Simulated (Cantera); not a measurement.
Charge: 1 mol Si(CH₃)₄, 0.02 mol CH₄, a varied amount of H₂, at 2100 °C and 1.33 mbar.

Equilibrium computed with Cantera from the NASA thermochemical tables; the gas is ideal and each condensed phase is pure. Candidate condensed phases: C, C₆H₆, C₇H₈, C₈H₁₈, Si, SiC; 87 gas species. Kinetics and transport are ignored.

x: gas mole fraction; n: condensed amount in mol.

| n(H₂) (mol) | x H₂ | x H | x Si | x C₂H₂ (acetylene) | x SiC₂ | n C(graphite) |
|---|---|---|---|---|---|---|
| 47 | 0.667 | 0.313 | 0.0130 | 0.00411 | 0.00230 | 3.17 |
| 75 | 0.672 | 0.314 | 0.00860 | 0.00414 | 0.00152 | 2.88 |
| 120 | 0.675 | 0.314 | ? | 0.00415 | ? | ? |
| 190 | 0.677 | 0.315 | 0.00359 | 0.00416 | 0.000633 | 1.67 |
| 310 | 0.678 | 0.315 | 0.00224 | 0.00417 | 0.000394 | 0.420 |
| 490 | 0.680 | 0.316 | ? | ? | ? | 0 |
| 780 | 0.681 | 0.316 | 0.000978 | 0.00198 | 8.14e-5 | 0 |
| 1300 | 0.682 | 0.316 | 0.000607 | 0.00121 | 3.09e-5 | 0 |
| 2000 | 0.683 | 0.316 | 0.000402 | 0.000797 | 1.34e-5 | 0 |

Question: Complete the blanks.

Answer: 
- 120, x Si: 0.00557
- 120, x SiC₂: 0.000981
- 120, n C(graphite): 2.41
- 490, x Si: 0.00149
- 490, x C₂H₂ (acetylene): 0.00307
- 490, x SiC₂: 0.000192
